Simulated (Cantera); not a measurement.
Input (Python, Cantera):

```python
import numpy as np
import cantera as ct

gas = ct.Solution("SiF4_NH3_mec.yaml", "gas")
gas.TPX = 1375, 2666, {'NH3': 2.6, 'N2': 1.8}
reactor = ct.IdealGasConstPressureReactor(gas, energy="off", clone=False)
net = ct.ReactorNet([reactor])
net.rtol, net.atol = 1e-08, 1e-18
show = ['NH3', 'NH2', 'H', 'N2', 'H2']
times = np.geomspace(0.0002, 200, 15)

steps = ct.SolutionArray(gas, extra=["t"])
rows = []
print(f"{'t/s':>10s}{'T/K':>9s}{'P/Pa':>11s}" + "".join(f"{s:>11s}" for s in show))
for t in times:
    while net.time < t:
        t_next = net.step()
        steps.append(gas.state, t=t_next)
    rows.append([np.interp(t, steps.t, y) for y in (steps.T, steps.P, *steps(*show).X.T)])
    print(f"{t:10.3e}{rows[-1][0]:9.1f}{rows[-1][1]:11.4g}" + "".join(f"{x:11.3e}" for x in rows[-1][2:]))
rate = np.gradient(steps.T, steps.t)
print("integrator steps:", len(steps.t))
if steps.T.max() > steps.T[0] + 200:
    print(f"time of steepest temperature rise: {steps.t[rate.argmax()]:.4e} s")
gas.TPX = 1375, 2666, {'NH3': 2.6, 'N2': 1.8}
gas.equilibrate("TP")
print(f"equilibrium (TP): T = {gas.T:.1f} K  " + "  ".join(f"{s} {gas[s].X[0]:.3e}" for s in show))
```

Result:

```
       t/s      T/K       P/Pa        NH3        NH2          H         N2         H2
 2.000e-04   1375.0       2666  5.909e-01  2.957e-09  1.144e-10  4.091e-01  1.421e-09
 5.365e-04   1375.0       2666  5.909e-01  8.124e-09  1.144e-10  4.091e-01  4.005e-09
 1.439e-03   1375.0       2666  5.909e-01  2.199e-08  1.144e-10  4.091e-01  1.094e-08
 3.861e-03   1375.0       2666  5.909e-01  5.918e-08  1.144e-10  4.091e-01  2.953e-08
 1.036e-02   1375.0       2666  5.909e-01  1.589e-07  1.145e-10  4.091e-01  7.943e-08
 2.779e-02   1375.0       2666  5.909e-01  4.264e-07  1.150e-10  4.091e-01  2.137e-07
 7.455e-02   1375.0       2666  5.909e-01  1.143e-06  1.194e-10  4.091e-01  5.830e-07
 2.000e-01   1375.0       2666  5.909e-01  3.061e-06  1.542e-10  4.091e-01  1.761e-06
 5.365e-01   1375.0       2666  5.909e-01  8.108e-06  4.375e-10  4.091e-01  8.642e-06
 1.439e+00   1375.0       2666  5.908e-01  1.767e-05  2.678e-09  4.091e-01  8.369e-05
 3.861e+00   1375.0       2666  5.904e-01  2.053e-05  1.048e-08  4.091e-01  4.868e-04
 1.036e+01   1375.0       2666  5.892e-01  2.044e-05  3.046e-08  4.092e-01  1.622e-03
 2.779e+01   1375.0       2666  5.860e-01  2.018e-05  8.300e-08  4.094e-01  4.638e-03
 7.455e+01   1375.0       2666  5.776e-01  1.964e-05  2.181e-07  4.098e-01  1.252e-02
 2.000e+02   1375.0       2666  5.567e-01  1.865e-05  5.511e-07  4.110e-01  3.227e-02
integrator steps: 665
equilibrium (TP): T = 1375.0 K  NH3 6.774e-07  NH2 3.772e-11  H 1.577e-05  N2 4.429e-01  H2 5.571e-01
```

Detailed kinetics in Cantera: the gas-phase N/H chemistry of the illustrative SiF4/NH3 mechanism in the Surface Chemkin manual (1991). Walls and surfaces, which speed up NH3 decomposition in real reactors, are not modelled.
